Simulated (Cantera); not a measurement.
Gas mixture: 100 % CO2, at 0.0267 bar, frozen composition.

Cantera's kinetic-theory transport with the Lennard-Jones parameters of GRI-Mech 3.0, ideal gas; thermal conductivity in the multicomponent form.

One state of this run: ρ (kg/m³) = 0.0282; cp (J/kg/K) = 1014; μ (µPa s) = 24.0; λ (mW/m/K) = 33.2; Pr = 0.733; D (cm²/s) CO2 = 0.000; D (cm²/s) NH3 = 16.5; D (cm²/s) N2 = 15.0. D: mixture-averaged diffusion coefficient of that species in the mixture.

Task: Which value of T (K) does it belong to?
A) 500
B) 800
C) 1100
D) 1000

Result: A, 500
